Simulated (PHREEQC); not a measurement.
Dissolve 0.18 mol NaHCO3, 0.00013 mol Na2CO3 and 0.0015 mol NaCl per kg of water at 25 °C. Closed to the air; pH follows from the charge balance.

The numbers come from PHREEQC with the ion-association model, wateq4f.dat.

Problem. The ionic strength comes out as 0.173 mol/kgw. What activity coefficients do CO3-2, HCO3-, OH-, NaCO3-, Cl- get?

Solution. CO3-2 0.33, HCO3- 0.76, OH- 0.72, NaCO3- 0.76, Cl- 0.72.

This is a speciation only: nothing precipitates in the calculation.
